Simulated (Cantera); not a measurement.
An adiabatic, constant-volume homogeneous reactor starts with 7.69 % CH4, 0.331 % C2H6, 2.69 % C3H8, 18.8 % O2, 70.5 % N2, at 1475 K and 7500 Torr.

Computed with Cantera and GRI-Mech 3.0 (53 species, 325 reactions). GRI-Mech 3.0 was tuned for natural gas; its chemistry of propane as a main component is partial and can be far from experiment. Above 3000 K some thermodynamic fits are extrapolated.

### Question
Predict: time of steepest temperature rise; temperature at 3.00 s; equilibrium temperature; x(O2) at 3.00 s; x(OH) at 3.00 s.

### Answer
```
Item                                                                   Value
---------------------------------  -----------------------------------------
time of steepest temperature rise                                    37.7 µs
temperature at 3.00 s                                                 3075 K
equilibrium temperature                                               3075 K
x(O2) at 3.00 s                    0.000443 (gas-phase equilibrium 0.000443)
x(OH) at 3.00 s                      0.00725 (gas-phase equilibrium 0.00725)
```
